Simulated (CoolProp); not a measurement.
A simple Rankine cycle with c-C4F8 (RC318): condensing at 305.15 K, boiler at 1.05 MPa, turbine inlet 347.5 K, turbine efficiency 0.9, pump efficiency 0.7, no recuperator. Each further row changes one setting.

Model: reference Helmholtz-energy equation of state, Platzer 1990, in CoolProp. This equation is an older, rougher fit; its heat capacities, sound speeds and derivatives of the liquid may be far off and weren't checked against measurements.

```json
[
 {"case": "as stated", "thermal efficiency (%)": "7.7", "net work (kJ/kg)": "9.95", "heat in (kJ/kg)": "129", "turbine exit temperature (K)": "326.0", "volume ratio over the turbine": "2.99"},
 {"case": "turbine inlet 367.5 K", "thermal efficiency (%)": "7.5", "net work (kJ/kg)": "11.0", "heat in (kJ/kg)": "148", "turbine exit temperature (K)": "347.2", "volume ratio over the turbine": "2.88"},
 {"case": "condensing temperature 297.15 K", "thermal efficiency (%)": "9.2", "net work (kJ/kg)": "12.6", "heat in (kJ/kg)": "138", "turbine exit temperature (K)": "321.6", "volume ratio over the turbine": "3.86"},
 {"case": "boiler pressure 0.735 MPa", "thermal efficiency (%)": "5.2", "net work (kJ/kg)": "6.87", "heat in (kJ/kg)": "133", "turbine exit temperature (K)": "334.9", "volume ratio over the turbine": "1.96"},
 {"case": "turbine efficiency 0.8", "thermal efficiency (%)": "6.8", "net work (kJ/kg)": "8.77", "heat in (kJ/kg)": "129", "turbine exit temperature (K)": "327.4", "volume ratio over the turbine": "3.01"}
]
```
